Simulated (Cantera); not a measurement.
Input (Python, Cantera):

```python
import numpy as np
import cantera as ct

gas = ct.Solution("gri30.yaml")
gas.TPX = 1325, 170000, {'CH4': 1, 'O2': 0.952, 'N2': 9.05, 'H2': 0.014}
reactor = ct.IdealGasConstPressureReactor(gas, energy="on", clone=False)
net = ct.ReactorNet([reactor])
net.rtol, net.atol = 1e-08, 1e-16
show = ['CH4', 'O2', 'C2H', 'HCN', 'HO2', 'NO2', 'H2O2']
times = np.geomspace(2e-06, 0.4, 14)

steps = ct.SolutionArray(gas, extra=["t"])
rows = []
print(f"{'t/s':>10s}{'T/K':>9s}{'P/Pa':>11s}" + "".join(f"{s:>11s}" for s in show))
for t in times:
    while net.time < t:
        t_next = net.step()
        steps.append(gas.state, t=t_next)
    rows.append([np.interp(t, steps.t, y) for y in (steps.T, steps.P, *steps(*show).X.T)])
    print(f"{t:10.3e}{rows[-1][0]:9.1f}{rows[-1][1]:11.4g}" + "".join(f"{x:11.3e}" for x in rows[-1][2:]))
rate = np.gradient(steps.T, steps.t)
print("integrator steps:", len(steps.t))
if steps.T.max() > steps.T[0] + 200:
    print(f"time of steepest temperature rise: {steps.t[rate.argmax()]:.4e} s")
gas.TPX = 1325, 170000, {'CH4': 1, 'O2': 0.952, 'N2': 9.05, 'H2': 0.014}
gas.equilibrate("HP")
print(f"equilibrium (HP): T = {gas.T:.1f} K  " + "  ".join(f"{s} {gas[s].X[0]:.3e}" for s in show))
```

It prints:

```
       t/s      T/K       P/Pa        CH4         O2        C2H        HCN        HO2        NO2       H2O2
 2.000e-06   1325.0    1.7e+05  9.078e-02  8.642e-02  3.443e-34  4.830e-23  1.054e-08  1.279e-26  3.116e-11
 5.114e-06   1325.0    1.7e+05  9.078e-02  8.642e-02  4.387e-32  3.325e-22  2.682e-08  4.028e-25  1.948e-10
 1.308e-05   1325.0    1.7e+05  9.078e-02  8.642e-02  5.081e-30  2.259e-21  6.765e-08  9.303e-24  1.137e-09
 3.345e-05   1325.0    1.7e+05  9.078e-02  8.642e-02  6.733e-28  1.557e-20  1.669e-07  2.068e-22  5.679e-09
 8.553e-05   1325.0    1.7e+05  9.078e-02  8.642e-02  1.141e-25  1.157e-19  3.879e-07  5.291e-21  2.114e-08
 2.187e-04   1325.0    1.7e+05  9.077e-02  8.642e-02  2.808e-23  1.036e-18  7.569e-07  1.668e-19  5.160e-08
 5.593e-04   1325.0    1.7e+05  9.076e-02  8.641e-02  9.819e-21  1.237e-17  8.635e-07  4.885e-18  6.399e-08
 1.430e-03   1325.3    1.7e+05  9.068e-02  8.637e-02  1.276e-18  1.229e-16  9.454e-07  9.748e-17  6.982e-08
 3.658e-03   1326.4    1.7e+05  9.040e-02  8.620e-02  5.181e-17  7.112e-16  1.849e-06  2.132e-15  1.455e-07
 9.353e-03   1333.6    1.7e+05  8.880e-02  8.520e-02  5.486e-15  8.259e-15  5.448e-06  8.449e-14  5.104e-07
 2.392e-02   1930.4    1.7e+05  2.299e-03  1.134e-08  3.086e-07  1.332e-05  9.725e-12  1.042e-12  2.201e-11
 6.117e-02   1916.2    1.7e+05  1.069e-03  6.172e-09  6.689e-08  1.837e-05  4.543e-12  2.430e-12  1.083e-11
 1.564e-01   1908.3    1.7e+05  2.223e-04  4.537e-09  3.928e-09  1.311e-05  3.140e-12  3.845e-12  7.635e-12
 4.000e-01   1906.7    1.7e+05  6.811e-07  4.419e-09  1.429e-12  2.529e-06  3.052e-12  4.354e-12  7.464e-12
integrator steps: 2192
time of steepest temperature rise: 1.9750e-02 s
equilibrium (HP): T = 1906.8 K  CH4 3.285e-10  O2 4.438e-09  C2H 1.248e-18  HCN 1.219e-07  HO2 3.065e-12  NO2 3.206e-13  H2O2 7.496e-12
```

Computed with Cantera and GRI-Mech 3.0 (53 species, 325 reactions).
